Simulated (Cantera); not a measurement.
Ignition delay

Mixture: CO : H₂ : O₂ : N₂ = 1 : 0.38 : 0.363 : 1.37 (molar parts), at 3750 Torr, adiabatic and at constant volume. Ignition delay is the time to a rise of 400 K.

Cantera simulation using GRI-Mech 3.0 (53 species, 325 reactions); the numbers are that mechanism's predictions, not measurements. The hydrogen kinetics of GRI-Mech 3.0 are dated; newer H2 mechanisms differ, most at raised pressure. Where the delays flatten at high temperature, the 400 K rule measures the pace of heat release, not the induction time.

| T0 (K) | delay (ms) |
|---|---|
| 1075 | 0.226 |
| 1175 | 0.0272 |
| 1275 | 0.0109 |
| 1375 | 0.00644 |
| 1475 | 0.00447 |
| 1575 | 0.00341 |
| 1675 | 0.00279 |
| 1775 | 0.00241 |
| 1875 | 0.00219 |
| 1975 | 0.00207 |
